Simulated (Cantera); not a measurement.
# Moist CO burnout

An isothermal, constant-pressure homogeneous reactor starts with CO : O2 : H2O : N2 = 0.0032 : 0.0083 : 0.0085 : 1 (molar parts), at 1125 K and 0.120 bar.

Detailed kinetics in Cantera: GRI-Mech 3.0 (53 species, 325 reactions).

```tsv
t (s)	x CO	x O2	x H2O	x NO	x O	x OH
1.00e-6	0.00314	0.00814	0.00833	<1e-12	<1e-12	<1e-12
4.24e-6	0.00314	0.00814	0.00833	<1e-12	<1e-12	<1e-12
1.80e-5	0.00314	0.00814	0.00833	<1e-12	<1e-12	<1e-12
7.63e-5	0.00314	0.00814	0.00833	<1e-12	3.22e-12	<1e-12
0.000324	0.00314	0.00814	0.00833	<1e-12	1.35e-11	<1e-12
0.00137	0.00314	0.00814	0.00833	<1e-12	5.54e-11	6.18e-12
0.00583	0.00314	0.00814	0.00833	<1e-12	2.89e-10	9.12e-11
0.0247	0.00314	0.00814	0.00833	<1e-12	3.27e-8	1.47e-8
0.105	0.00104	0.00710	0.00800	3.84e-8	0.000233	8.96e-5
0.445	1.85e-5	0.00658	0.00833	8.17e-8	7.79e-6	1.73e-5
1.89	8.14e-7	0.00658	0.00834	8.18e-8	4.16e-7	4.08e-6
8.00	3.15e-8	0.00658	0.00835	8.19e-8	4.20e-8	1.30e-6
```
x: mole fraction; the columns are a selection and need not sum to one.

Equilibrium at this temperature and pressure: CO 2.99e-10, O2 0.00657, H2O 0.00835, NO 2.11e-5, O 1.09e-9, OH 2.09e-7 (gas phase only).
